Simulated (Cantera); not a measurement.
An isothermal, constant-pressure homogeneous reactor starts with 11.0 % NO, 89.0 % N₂, at 2075 K and 0.987 atm.

Detailed kinetics in Cantera: GRI-Mech 3.0 (53 species, 325 reactions).

Q: Predict: x(NO) at 4.00 s; x(N₂) at 4.00 s; x(O₂) at 4.00 s; x(NO₂) at 4.00 s; x(N₂O) at 4.00 s; x(O) at 4.00 s.

A: 
```
Property                                              Value
----------------  -----------------------------------------
x(NO) at 4.00 s     0.00673 (gas-phase equilibrium 0.00512)
x(N₂) at 4.00 s         0.942 (gas-phase equilibrium 0.942)
x(O₂) at 4.00 s       0.0514 (gas-phase equilibrium 0.0522)
x(NO₂) at 4.00 s    5.08e-6 (gas-phase equilibrium 3.89e-6)
x(N₂O) at 4.00 s    3.20e-7 (gas-phase equilibrium 3.13e-7)
x(O) at 4.00 s    0.000266 (gas-phase equilibrium 0.000268)
```
